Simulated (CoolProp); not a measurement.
Vapour-liquid equilibrium of n-hexane (1) + p-xylene (2) at 0.349 MPa; x and y are mole fractions of (1).

Computed with CoolProp (multi-fluid Helmholtz-energy mixture model, Thol 2019 and Zhou 2012; pair parameters Bell 2016).

**Question.** Give the bubble temperature and the first vapour's composition at x = 0.5, 0.575, 0.725. Is there an azeotrope?

**Answer.** x = 0.5: 410.2 K, y = 0.832; x = 0.575: 405.9 K, y = 0.868; x = 0.725: 398.5 K, y = 0.925. No azeotrope shows between x = 0.05 and 0.95.

The pair parameters rest on a limited set of measurements; away from them the model extrapolates.
